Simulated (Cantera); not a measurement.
What does this Cantera script print?

```python
import numpy as np
import cantera as ct

gas_names = """
    H H2 N NH NH2 NH3 N2 N2H2 N2H4 Si SiH SiH2 SiH3 SiH4 SiN Si2 Si2N Si3
""".split()
cond_names = """
    Si(cr) Si(L) Si3N4(a)
""".split()


# ... load() reads the species with a 1 bar reference pressure and builds the phases ...
atoms = {
    'trisilylamine': {'Si': 3, 'N': 1, 'H': 9},
    'N2': {'N': 2},
}
top_T = {'Si3N4(a)': 2400}  # K; cautious upper limits of use, not melting points


# ... equilibrate(T, P, feed) seeds the gas with the atoms and calls Mixture.equilibrate('TP', solver="vcs", rtol=1e-11, max_steps=5000) ...
results = []
feed = {'trisilylamine': 1, 'N2': 59}  # mol
P = 1333.22  # Pa
for T in [748, 898, 1048, 1198, 1348, 1498, 1648, 1798, 1948, 2098]:
    mix = equilibrate(T, P, feed)
    results.append((T, P, feed, dict(zip(mix.species_names, mix.species_moles))))

top = {s: max(r[3][s] / sum(r[3][g] for g in gas_names) for r in results) for s in gas_names}
cols = sorted((s for s in top if top[s] > 0.0001), key=lambda s: -top[s])[:9]
seen = [c for c in cond_names if any(r[3].get(c, 0) > 1e-12 for r in results)]
print("log10 of partial pressures in bar; condensed amounts in mol")
print(f"{'T/K':>10s}" + "".join(f"{s[:9]:>10s}" for s in cols + seen))
for T, P, feed, n in results:
    ng = sum(n[g] for g in gas_names)
    print(f"{T:10.4g}" + "".join(f"{np.log10(max(n[s] / ng * P / 1e5, 1e-99)):10.3f}" for s in cols)
          + "".join(f"{n.get(c, 0):10.4g}" for c in seen))
```

It prints:

```
log10 of partial pressures in bar; condensed amounts in mol
       T/K        N2        H2        Si         H      Si2N       SiN       SiH       Si2     Si(L)  Si3N4(a)
       748    -1.908    -3.014   -33.948   -14.048   -42.984   -32.011   -32.276   -51.900         0         1
       898    -1.908    -3.014   -25.806   -11.468   -32.570   -24.793   -25.018   -39.255         0         1
      1048    -1.908    -3.014   -20.005    -9.619   -25.155   -19.653   -19.852   -30.249         0         1
      1198    -1.908    -3.014   -15.666    -8.228   -19.615   -15.812   -15.992   -23.516         0         1
      1348    -1.908    -3.014   -12.303    -7.143   -15.324   -12.835   -13.001   -18.299         0         1
      1498    -1.908    -3.014    -9.621    -6.272   -11.909   -10.462   -10.618   -14.143         0         1
      1648    -1.908    -3.015    -7.434    -5.558    -9.129    -8.529    -8.677   -10.757         0    0.9999
      1798    -1.908    -3.017    -5.618    -4.962    -6.824    -6.924    -7.067    -7.947         0    0.9954
      1948    -1.908    -3.038    -4.634    -4.466    -5.977    -6.117    -6.267    -6.674     2.869         0
      2098    -1.913    -3.057    -3.884    -4.040    -5.442    -5.522    -5.676    -5.771     2.282         0
```

Cantera equilibrium calculation (NASA polynomials, part measured and part estimated; ideal gas, pure solids and liquids). The feed counts by its element totals alone. The tables' values for SiN are old estimates; treat these amounts as uncertain. Gases not in the tables: Si2H6 and higher silanes.
